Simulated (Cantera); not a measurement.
A freely propagating, adiabatic, planar premixed flame of CH₄ : C₂H₆ : O₂ : N₂ = 0.77 : 1.3 : 5.46 : 20.5 (molar parts), equivalence ratio 1.1, unburnt at 325 K and 675 Torr; mixture-averaged transport, grid criteria slope 0.08 and curve 0.16, no radiation.

Cantera simulation using GRI-Mech 3.0 (53 species, 325 reactions); the numbers are that mechanism's predictions, not measurements. Burning velocities carry a grid error of a few per cent, more on coarse grids.

x: mole fraction of selected species; z is measured from the peak of heat release.

| z (mm) | T (K) | u (m/s) | x CH₄ | x C₂H₆ | x O₂ | x OH | x H₂O | x C₂H |
|---|---|---|---|---|---|---|---|---|
| -1.21 | 325 | 0.495 | 0.0274 | 0.0463 | 0.195 | <1e-8 | 1.37e-5 | <1e-8 |
| -0.805 | 326 | 0.498 | 0.0274 | 0.0463 | 0.194 | <1e-8 | … | <1e-8 |
| -0.604 | 333 | 0.509 | 0.0272 | 0.0461 | 0.193 | <1e-8 | 0.000952 | <1e-8 |
| -0.403 | 397 | 0.612 | 0.0262 | 0.0451 | 0.188 | 1.08e-8 | 0.00808 | <1e-8 |
| -0.201 | 873 | 1.38 | 0.0201 | 0.0323 | 0.147 | 1.64e-5 | 0.0537 | <1e-8 |
| -0.101 | 1330 | 2.15 | 0.0135 | 0.0140 | 0.102 | 0.000172 | 0.0944 | 1.55e-8 |
| 0 | … | 2.85 | … | … | … | … | … | 1.13e-6 |
| 0.101 | 1900 | 3.12 | 0.000462 | 2.70e-6 | 0.0251 | 0.00511 | 0.150 | 1.08e-6 |
| 0.201 | 1945 | 3.18 | 2.17e-5 | <1e-8 | 0.0151 | 0.00690 | 0.154 | 7.90e-8 |
| 0.403 | 1987 | 3.23 | 4.81e-8 | <1e-8 | 0.0103 | 0.00741 | 0.155 | <1e-8 |
| 0.805 | 2038 | 3.30 | <1e-8 | <1e-8 | 0.00803 | 0.00707 | 0.156 | <1e-8 |
| 1.61 | 2098 | 3.39 | <1e-8 | <1e-8 | 0.00601 | 0.00629 | 0.161 | <1e-8 |
| 3.22 | 2157 | 3.47 | <1e-8 | <1e-8 | 0.00394 | 0.00514 | 0.165 | <1e-8 |

**Question.** Fill in the missing entries.

**Answer.** 
- -0.805, x H₂O: 0.000182
- 0, T (K): 1734
- 0, x CH₄: 0.00462
- 0, x C₂H₆: 0.000899
- 0, x O₂: 0.0531
- 0, x OH: 0.00174
- 0, x H₂O: 0.133
